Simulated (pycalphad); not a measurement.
**Phase fractions of Al-0.26Sn-2.1Si (at.%)**

Source of the numbers: pycalphad with the COST 507 light-alloy database (1999); pressure 1 atm. The data set is of 1999 and partly superseded. Not assessed as a whole: an extrapolation from subsystems, which can miss ternary compounds. Phase fractions are per mole of atoms.

```json
[
 {"T (K)": "950", "liquid": "1.000", "fcc": "-", "diamond (Si)": "-", "bct (Sn)": "-"},
 {"T (K)": "900", "liquid": "0.391", "fcc": "0.609", "diamond (Si)": "-", "bct (Sn)": "-"},
 {"T (K)": "850", "liquid": "0.095", "fcc": "0.905", "diamond (Si)": "-", "bct (Sn)": "-"},
 {"T (K)": "800", "liquid": "0.002", "fcc": "0.987", "diamond (Si)": "0.011", "bct (Sn)": "-"},
 {"T (K)": "750", "liquid": "0.002", "fcc": "0.983", "diamond (Si)": "0.015", "bct (Sn)": "-"},
 {"T (K)": "700", "liquid": "0.002", "fcc": "0.980", "diamond (Si)": "0.018", "bct (Sn)": "-"},
 {"T (K)": "650", "liquid": "0.002", "fcc": "0.978", "diamond (Si)": "0.019", "bct (Sn)": "-"},
 {"T (K)": "600", "liquid": "0.003", "fcc": "0.977", "diamond (Si)": "0.020", "bct (Sn)": "-"},
 {"T (K)": "550", "liquid": "0.003", "fcc": "0.977", "diamond (Si)": "0.021", "bct (Sn)": "-"},
 {"T (K)": "500", "liquid": "-", "fcc": "0.977", "diamond (Si)": "0.021", "bct (Sn)": "0.003"}
]
```
